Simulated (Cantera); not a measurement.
An isothermal, constant-pressure homogeneous reactor starts with 16.7 % CH4, 83.3 % H2, at 1625 K and 1.01 bar.

Model: GRI-Mech 3.0 (53 species, 325 reactions), integrated in Cantera. GRI-Mech 3.0 stops at C3 and has no aromatics, soot or wall deposition, so with more carbon than oxygen in the feed, carbon stays in small species such as C2H2 where larger ones or solid carbon would form.

One state of this run: x CH4 = 0.153; x H2 = 0.841; x CH2 = 1.18e-8; x H = 5.44e-5; x C2H4 = 0.00104; x C2H = 1.20e-9. x: mole fraction; the columns are a selection and need not sum to one.

Question: Which value of t (s) does it belong to?
A) 0.0147
B) 0.163
C) 1.80
D) 0.00443

Answer: A, 0.0147
